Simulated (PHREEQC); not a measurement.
A made-up water analysis in mg/kgw, 25 °C, pH 8.1, pe 12: Na 45.5; K 9.87; Ca 36.8; Mg 4.55; Cl 53.1; S(6) as SO4 120; Alkalinity as HCO3 24.7; Pb 0.355.

Valence states are taken as typed.

All values are PHREEQC results (ion-association model, phreeqc.dat), not measurements.

No solid was allowed to form.

Question: Order these Ca species by the share of Ca that they hold, largest first: CaCO3, CaSO4, CaHCO3+, Ca+2.

Answer: Ca+2 (90 %), CaSO4 (9.4 %), CaHCO3+ (0.32 %), CaCO3 (0.23 %)

The pH is 8.10 and the ionic strength 0.00631 mol/kgw. Saturation is exceeded, for instance for Pb(OH)2, Cerussite; the values hold only as long as no solid forms.
